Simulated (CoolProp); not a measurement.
R1336mzz(Z) at 293.15 K and 0.0064 MPa is compressed adiabatically to 0.0507 MPa with isentropic efficiency 0.9. Each further row changes one setting.

Computed with CoolProp (reference Helmholtz-energy equation of state, McLinden 2020).

```
case             work (kJ/kg)  final temperature (K)  final density (kg/m³)
---------------  ------------  ---------------------  ---------------------
as stated                 [?]                    [?]                    [?]
efficiency 1             32.4                    [?]                    [?]
efficiency 0.65           [?]                    [?]                    [?]
```

What belongs in the gaps?


- as stated, work (kJ/kg): 36.0
- as stated, final temperature (K): 335.5
- as stated, final density (kg/m³): 3.04
- efficiency 1, final temperature (K): 331.6
- efficiency 1, final density (kg/m³): 3.07
- efficiency 0.65, work (kJ/kg): 49.9
- efficiency 0.65, final temperature (K): 350.4
- efficiency 0.65, final density (kg/m³): 2.90
